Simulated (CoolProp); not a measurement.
Vapour-liquid equilibrium of ethanol (1) + ethylbenzene (2) at 432.5 K; x and y are mole fractions of (1).

Model: multi-fluid Helmholtz-energy mixture model, Schroeder 2014 and Zhou 2012; pair parameters Bell 2016, in CoolProp.

```
x      bubble pressure (MPa)  y at the bubble point  dew pressure at overall composition x (MPa)  liquid density (mol/L)
-----  ---------------------  ---------------------  -------------------------------------------  ----------------------
0.05                  0.3370                  0.461                                       0.1914                   7.089
0.125                 0.5180                  0.655                                       0.2081                   7.331
0.2                   0.6500                  0.732                                       0.2278                   7.595
0.275                 0.7466                  0.773                                       0.2515                   7.887
0.35                  0.8193                  0.800                                       0.2804                   8.210
0.425                 0.8769                  0.820                                       0.3165                   8.572
0.5                   0.9260                  0.837                                       0.3630                   8.978
0.575                 0.9711                  0.853                                       0.4249                   9.440
0.65                   1.015                  0.870                                       0.5109                   9.967
0.725                  1.060                  0.890                                       0.6362                   10.57
0.8                    1.107                  0.912                                       0.8203                   11.27
0.875                  1.155                  0.940                                        1.027                   12.09
0.95                   1.205                  0.973                                        1.172                   13.05
```

No azeotrope shows between x = 0.05 and 0.95.

The pair parameters rest on a limited set of measurements; away from them the model extrapolates. With so large a gap from Raoult's law the liquid may split in two, which this calculation doesn't test in full.
